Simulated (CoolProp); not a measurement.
Vapour-liquid equilibrium of m-xylene (1) + o-xylene (2) at 1170 kPa; x and y are mole fractions of (1).

Values from CoolProp's multi-fluid Helmholtz-energy mixture model, Zhou 2012 and Zhou 2012; pair parameters Bell 2016.

```csv
x,bubble temperature (K),y at the bubble point,dew temperature at overall composition x (K),liquid density (mol/L)
0.05,541.1,0.054,541.1,5.868
0.2,540.0,0.213,540.1,5.845
0.35,538.9,0.368,539.0,5.823
0.5,537.7,0.520,537.9,5.801
0.65,536.6,0.668,536.7,5.779
0.8,535.5,0.812,535.6,5.757
0.95,534.5,0.953,534.5,5.735
```

No azeotrope shows between x = 0.05 and 0.95.

The pair parameters rest on a limited set of measurements; away from them the model extrapolates.
